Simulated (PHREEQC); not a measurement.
A solution holds 0.0053 mol NH4HF2, 0.00034 mol H2SiF6, 4.8e-05 mol HBF4 and 0.00013 mol H2SO4 per kg of water, at 25 °C. Closed to the air; pH follows from the charge balance.

Computed with PHREEQC (ion-association model, phreeqc.dat).

No solid was allowed to form.

Q: Predict the pH.

A: pH 3.11.

Q: In which forms is B present?

A: BF4- 90 %, BF3OH- 6.2 %, H3BO3 2.1 %, BF2(OH)2- 1.6 % of the B.

Complexes and solids missing from the database can't appear. SiF6-2 is the database's only silicon fluoride. Real BF4- forms and hydrolyses slowly; the run takes it at equilibrium.
